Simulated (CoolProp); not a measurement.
The numbers come from the reference Helmholtz-energy equation of state, Lemmon 2006 in CoolProp. It is a short technical equation, of lower accuracy than the large ones.

For toluene, give the phase and the cp (kJ/(kg K)), Joule-Thomson coefficient (K/MPa), conductivity (mW/(m K)) at 593.6 K and 22.5 kPa; 273.3 K and 970 kPa; 586.7 K and 1440 kPa.


- 593.6 K and 22.5 kPa: gas; cp 2.12, Joule-Thomson coefficient 7.34, conductivity 40.4
- 273.3 K and 970 kPa: liquid; cp 1.63, Joule-Thomson coefficient -0.497, conductivity 137
- 586.7 K and 1440 kPa: gas; cp 2.23, Joule-Thomson coefficient 9.46, conductivity 40.0

Thermal conductivity comes from a separate model (Assael 2012).
